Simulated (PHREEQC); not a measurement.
0.027 g of hydrous ferric oxide (600 m²/g; 0.2 weak and 0.005 strong sites per Fe, Dzombak-Morel constants, diffuse double layer) in 1 kg of water with 0.1 mol/kgw of an inert sodium salt and 0.0022 mmol/kgw Ag2SO4 and 0.14 mmol/kgw H3BO3, at 25 °C; the pH is set by adding NaOH or the inert anion's acid. O2 is buffered at 0.21 atm. No CO2 enters from the air. Precipitation was switched off in this run.

Computed with PHREEQC (ion-association model, wateq4f.dat).

```json
[
 {"pH": "3", "S sorbed (%)": "86.3", "Ag sorbed (%)": "0.0", "B sorbed (%)": "0.0"},
 {"pH": "3.5", "S sorbed (%)": "85.5", "Ag sorbed (%)": "0.0", "B sorbed (%)": "0.0"},
 {"pH": "4", "S sorbed (%)": "82.1", "Ag sorbed (%)": "0.0", "B sorbed (%)": "0.0"},
 {"pH": "4.5", "S sorbed (%)": "73.4", "Ag sorbed (%)": "0.0", "B sorbed (%)": "0.0"},
 {"pH": "5", "S sorbed (%)": "55.7", "Ag sorbed (%)": "0.1", "B sorbed (%)": "0.0"},
 {"pH": "5.5", "S sorbed (%)": "31.2", "Ag sorbed (%)": "0.4", "B sorbed (%)": "0.0"},
 {"pH": "6", "S sorbed (%)": "11.6", "Ag sorbed (%)": "1.4", "B sorbed (%)": "0.0"},
 {"pH": "6.5", "S sorbed (%)": "2.9", "Ag sorbed (%)": "4.3", "B sorbed (%)": "0.0"},
 {"pH": "7", "S sorbed (%)": "0.6", "Ag sorbed (%)": "10.6", "B sorbed (%)": "0.0"},
 {"pH": "7.5", "S sorbed (%)": "0.1", "Ag sorbed (%)": "19.7", "B sorbed (%)": "0.0"},
 {"pH": "8", "S sorbed (%)": "0.0", "Ag sorbed (%)": "28.3", "B sorbed (%)": "0.0"},
 {"pH": "8.5", "S sorbed (%)": "0.0", "Ag sorbed (%)": "35.1", "B sorbed (%)": "0.0"},
 {"pH": "9", "S sorbed (%)": "0.0", "Ag sorbed (%)": "43.3", "B sorbed (%)": "0.0"},
 {"pH": "9.5", "S sorbed (%)": "0.0", "Ag sorbed (%)": "56.9", "B sorbed (%)": "0.0"},
 {"pH": "10", "S sorbed (%)": "0.0", "Ag sorbed (%)": "74.0", "B sorbed (%)": "0.0"},
 {"pH": "10.5", "S sorbed (%)": "0.0", "Ag sorbed (%)": "87.0", "B sorbed (%)": "0.0"},
 {"pH": "11", "S sorbed (%)": "0.0", "Ag sorbed (%)": "93.7", "B sorbed (%)": "0.0"}
]
```

The oxide is taken as insoluble; below pH 4 it would dissolve.
